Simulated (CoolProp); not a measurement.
Computed with CoolProp (reference Helmholtz-energy equation of state, McLinden 2015).

Task: For the fluoroketone C6F12O (FK-5-1-12), give the phase and the density (kg/m³), cp (kJ/(kg K)), isothermal compressibility (1/MPa), expansivity (1/kK) at 500 K and 2080 kPa.

Result: 
- 500 K and 2080 kPa: supercritical; density 217, cp 1.19, isothermal compressibility 0.680, expansivity 6.09
